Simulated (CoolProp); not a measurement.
Vapour-liquid equilibrium of cyclohexane (1) + o-xylene (2) at 4.75 bar; x and y are mole fractions of (1).

Model: multi-fluid Helmholtz-energy mixture model, Zhou 2014 and Zhou 2012; pair parameters Bell 2016, in CoolProp.

```
x      bubble temperature, mixture model (°C)  bubble temperature, Raoult's law (°C)  y, mixture model  y, Raoult's law
-----  --------------------------------------  -------------------------------------  ----------------  ---------------
0.05                                    206.4                                  207.6             0.161            0.159
0.125                                   196.3                                  198.8             0.350            0.348
0.2                                     187.7                                  191.1             0.491            0.491
0.275                                   180.3                                  184.2             0.596            0.601
0.35                                    174.1                                  178.0             0.676            0.687
0.425                                   168.8                                  172.4             0.739            0.756
0.5                                     164.1                                  167.3             0.789            0.811
0.575                                   160.0                                  162.7             0.832            0.856
0.65                                    156.4                                  158.4             0.868            0.893
0.725                                   153.1                                  154.6             0.899            0.924
0.8                                     150.0                                  151.0             0.929            0.949
0.875                                   147.1                                  147.6             0.956            0.971
0.95                                    144.3                                  144.5             0.982            0.989
```

The largest gap from Raoult's law is -3.9 K in bubble temperature, at x = 0.35. No azeotrope shows between x = 0.05 and 0.95.

The pair parameters rest on a limited set of measurements; away from them the model extrapolates.
